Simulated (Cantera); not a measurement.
What does this Cantera script print?

```python
import numpy as np
import cantera as ct

gas_names = """
    C CO CO2 C2 C2O C3 C3O2 C4 C5 O O2 O3 Ta TaO TaO2
""".split()
cond_names = """
    C(gr) Ta(cr) Ta(L) TaC(s) TaC(L) Ta2O5(s) Ta2O5(L)
""".split()


# ... load() reads the species with a 1 bar reference pressure and builds the phases ...
atoms = {
    'Ta2O5': {'Ta': 2, 'O': 5},
    'CO': {'C': 1, 'O': 1},
}
top_T = {'C(gr)': 4500}  # K; cautious upper limits of use, not melting points


# ... equilibrate(T, P, feed) seeds the gas with the atoms and calls Mixture.equilibrate('TP', solver="vcs", rtol=1e-11, max_steps=5000) ...
results = []
feed = {'Ta2O5': 1, 'CO': 0.82}  # mol
P = 100000  # Pa
for T in [1150, 1300, 1450, 1600, 1750, 1900, 2050, 2200, 2350, 2500]:
    mix = equilibrate(T, P, feed)
    results.append((T, P, feed, dict(zip(mix.species_names, mix.species_moles))))

top = {s: max(r[3][s] / sum(r[3][g] for g in gas_names) for r in results) for s in gas_names}
cols = sorted((s for s in top if top[s] > 1e-05), key=lambda s: -top[s])[:8]
seen = [c for c in cond_names if any(r[3].get(c, 0) > 1e-12 for r in results)]
print("log10 of partial pressures in bar; condensed amounts in mol")
print(f"{'T/K':>10s}" + "".join(f"{s[:9]:>10s}" for s in cols + seen))
for T, P, feed, n in results:
    ng = sum(n[g] for g in gas_names)
    print(f"{T:10.4g}" + "".join(f"{np.log10(max(n[s] / ng * P / 1e5, 1e-99)):10.3f}" for s in cols)
          + "".join(f"{n.get(c, 0):10.4g}" for c in seen))
```

Output:

```
log10 of partial pressures in bar; condensed amounts in mol
       T/K        CO       CO2      TaO2       TaO     C(gr)    TaC(s)  Ta2O5(s)  Ta2O5(L)
      1150    -0.016    -1.436   -19.553   -24.417   0.02896         0         1         0
      1300    -0.002    -2.291   -15.662   -19.078  0.004176         0         1         0
      1450    -0.001    -2.682   -12.742   -15.302         0 0.0004873    0.9998         0
      1600    -0.001    -2.687   -10.539   -12.715         0 0.0004814    0.9998         0
      1750    -0.001    -2.691    -8.726   -10.581         0 0.0004772    0.9998         0
      1900    -0.001    -2.693    -7.210    -8.793         0 0.0004745    0.9998         0
      2050    -0.001    -2.695    -5.925    -7.274         0 0.0004727    0.9998         0
      2200    -0.001    -2.724    -4.909    -6.026         0 0.0004402         0    0.9998
      2350    -0.001    -2.752    -4.039    -4.948         0 0.0003999         0    0.9998
      2500    -0.001    -2.777    -3.283    -4.007         0 0.0002958         0    0.9996
```

Cantera equilibrium calculation (NASA polynomials, part measured and part estimated; ideal gas, pure solids and liquids). Mutual solubility and eutectic melting of coexisting phases are not modelled. TaC: taken at fixed stoichiometry. Condensed phases not in the tables: Ta2C.
